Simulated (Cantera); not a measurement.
Charge: 1 mol Si, 1.9 mol N2O, 4.4 mol N2, 0.019 mol CO2, equilibrated at 1 atm.

Method: chemical equilibrium by Gibbs-energy minimisation in Cantera with the NASA 1993 tables (ideal gas, pure condensed phases). Candidate condensed phases: C, Si, SiC, SiO2, Si2N2O, Si3N4; 34 gas species. Mutual solubility and eutectic melting of coexisting phases are not modelled. The tables hold silica as quartz up to 1696 K and as liquid above; real silica turns to tridymite and cristobalite and melts near 1996 K. Equilibrium is a limit: real reactors are often held back by kinetics, nucleation or transport.

**Question.** Which condensed phases are stable at each of these points (T (°C)): 702, 777, 852, 927, 1002, 1077, 1152, 1227, 1302, 1377, 1452, 1527, 1602?

**Answer.** 
```json
[
 {"T (°C)": "702", "condensed phases": "C(graphite) + SiO2(β-quartz) + Si2N2O(s)", "Si condensed (%)": "100.0"},
 {"T (°C)": "777", "condensed phases": "C(graphite) + SiO2(β-quartz) + Si2N2O(s)", "Si condensed (%)": "100.0"},
 {"T (°C)": "852", "condensed phases": "SiO2(β-quartz) + Si2N2O(s)", "Si condensed (%)": "100.0"},
 {"T (°C)": "927", "condensed phases": "SiO2(β-quartz) + Si2N2O(s)", "Si condensed (%)": "100.0"},
 {"T (°C)": "1002", "condensed phases": "SiO2(β-quartz) + Si2N2O(s)", "Si condensed (%)": "100.0"},
 {"T (°C)": "1077", "condensed phases": "SiO2(β-quartz) + Si2N2O(s)", "Si condensed (%)": "100.0"},
 {"T (°C)": "1152", "condensed phases": "SiO2(β-quartz) + Si2N2O(s)", "Si condensed (%)": "100.0"},
 {"T (°C)": "1227", "condensed phases": "SiO2(β-quartz) + Si2N2O(s)", "Si condensed (%)": "100.0"},
 {"T (°C)": "1302", "condensed phases": "SiO2(β-quartz) + Si2N2O(s)", "Si condensed (%)": "100.0"},
 {"T (°C)": "1377", "condensed phases": "SiO2(β-quartz) + Si2N2O(s)", "Si condensed (%)": "99.9"},
 {"T (°C)": "1452", "condensed phases": "SiO2(condensed) + Si2N2O(s)", "Si condensed (%)": "99.7"},
 {"T (°C)": "1527", "condensed phases": "SiO2(condensed) + Si2N2O(s)", "Si condensed (%)": "98.9"},
 {"T (°C)": "1602", "condensed phases": "SiO2(condensed) + Si2N2O(s)", "Si condensed (%)": "96.0"}
]
```

From 702 °C to 777 °C the condensed part is C(graphite) + SiO2(β-quartz) + Si2N2O(s). From 852 °C to 1377 °C the condensed part is SiO2(β-quartz) + Si2N2O(s). From 1452 °C to 1602 °C the condensed part is SiO2(condensed) + Si2N2O(s).
